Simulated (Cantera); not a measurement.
A closed system holds: 1 mol SiH4, 64 mol H2, equilibrated at 0.0100 bar.

Equilibrium computed with Cantera from the NASA thermochemical tables; the gas is ideal and each condensed phase is pure. Candidate condensed phases: Si; 9 gas species. The numbers say what is thermodynamically allowed, not how fast it happens. All values below are at 900 K.

Base state: H2 1.00 (mole fractions); condensed: Si(s).

**Question.** What changes in the equilibrium state with this change: 0.047 mol Cl2 added?

**Answer.** 
```csv
species,before,after
H2,1.00,0.999
HCl,0,0.00134
SiHCl3,0,1.40e-5
"Si(s), mol",1.00,0.998
```
